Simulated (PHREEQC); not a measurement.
Copper plating or etch bath

Make-up at 68 °C: 0.0068 mol Cu(BF4)2, 0.00015 mol HBF4 and 6.5e-05 mol Na2SO4 per kg of water. It is in equilibrium with CO2 at log p = 0 (atm). Otherwise closed; pH follows from the charge balance.

Computed with PHREEQC (ion-association model, phreeqc.dat).

Precipitation was switched off in this run.

Question: Estimate the pH.

Answer: pH 3.00.

Question: In which forms is S present?

Answer: SO4-2 58 %, CuSO4 31 %, HSO4- 11 % of the S.

At this temperature some constants are extrapolated from 25 °C, and those without enthalpy data are left unchanged. Real BF4- forms and hydrolyses slowly; the run takes it at equilibrium.
